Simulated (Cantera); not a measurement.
Feed: 1 mol B₂O₃, 0.58 mol NF₃, 0.26 mol H₂, equilibrated at 0.300 bar.

Method: chemical equilibrium by Gibbs-energy minimisation in Cantera with the NASA 1993 tables (ideal gas, pure condensed phases). Candidate condensed phases: B, BN, B₂O₃, B₃O₃H₃, H₂O; 62 gas species. Gases not in the tables: H₃BO₃. Kinetics and transport are ignored.

Task: At 1198 K, list the 5 most abundant gas species with their mole fractions, and the condensed phases.

Result: BF₃ 0.295, O₂ 0.206, N₂ 0.196, HF 0.171, H₂O 0.0897. Condensed: B₂O₃(l).
